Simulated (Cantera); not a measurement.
**Thermodynamics of silicon carbide growth, feed SiH₄ + HCl + H₂ + C₂H₂**

Feed: 1 mol SiH₄, 2.4 mol HCl, 2.9 mol H₂, a varied amount of C₂H₂, held at 1873.15 K and 1.00 bar.

These are equilibrium values from Cantera (NASA tables, ideal gas, pure condensed phases), not measurements of a reactor. Candidate condensed phases: C, C₆H₆, C₇H₈, C₈H₁₈, Si, SiC; 109 gas species. Mutual solubility and eutectic melting of coexisting phases are not modelled. The tables' values for SiCl₃, SiCl are old estimates; treat these amounts as uncertain. Gases not in the tables: Si₂H₆ and higher silanes. The numbers say what is thermodynamically allowed, not how fast it happens.

From 0.1 mol C₂H₂ to 0.16 mol C₂H₂ the condensed part is Si(l) + SiC(s). From 0.19 mol C₂H₂ to 0.45 mol C₂H₂ the condensed part is SiC(s). From 0.56 mol C₂H₂ to 0.69 mol C₂H₂ the condensed part is C(graphite) + SiC(s). The main Si-bearing gas is SiCl₂ throughout. The share of Si in condensed phases is highest at 0.69 mol C₂H₂ (90.8 %) and lowest at 0.1 mol C₂H₂ (36.7 %).

| n(C₂H₂) (mol) | x H₂ | x HCl | x SiCl₂ | x SiCl₃ | x SiHCl₃ | x H | x SiCl₄ | x CH₄ | n Si(l) | n SiC(s) | n C(graphite) |
|---|---|---|---|---|---|---|---|---|---|---|---|
| 0.1 | 0.766 | 0.147 | 0.0794 | 0.00496 | 0.000678 | 0.000566 | 0.000438 | 1.19e-5 | 0.167 | 0.200 | 0 |
| 0.13 | 0.767 | 0.147 | 0.0790 | 0.00492 | 0.000673 | 0.000566 | 0.000433 | 1.19e-5 | 0.108 | 0.260 | 0 |
| 0.16 | 0.768 | 0.147 | 0.0786 | 0.00488 | 0.000668 | 0.000566 | 0.000428 | 1.19e-5 | 0.0489 | 0.320 | 0 |
| 0.19 | 0.767 | 0.149 | 0.0768 | 0.00485 | 0.000663 | 0.000566 | 0.000433 | 1.26e-5 | 0 | 0.380 | 0 |
| 0.24 | 0.755 | 0.175 | 0.0631 | 0.00470 | 0.000639 | 0.000562 | 0.000495 | 2.07e-5 | 0 | 0.480 | 0 |
| 0.29 | 0.744 | 0.200 | 0.0500 | 0.00430 | 0.000579 | 0.000557 | 0.000523 | 3.38e-5 | 0 | 0.580 | 0 |
| 0.36 | 0.727 | 0.236 | 0.0324 | 0.00332 | 0.000442 | 0.000551 | 0.000481 | 7.07e-5 | 0 | 0.719 | 0 |
| 0.45 | 0.705 | 0.281 | 0.0116 | 0.00144 | 0.000189 | 0.000542 | 0.000253 | 0.000271 | 0 | 0.895 | 0 |
| 0.56 | 0.707 | 0.280 | 0.0103 | 0.00127 | 0.000167 | 0.000543 | 0.000221 | 0.000305 | 0 | 0.906 | 0.208 |
| 0.69 | 0.712 | 0.276 | 0.00994 | 0.00120 | 0.000159 | 0.000545 | 0.000206 | 0.000309 | 0 | 0.908 | 0.466 |
x: gas mole fraction; n: condensed amount in mol.
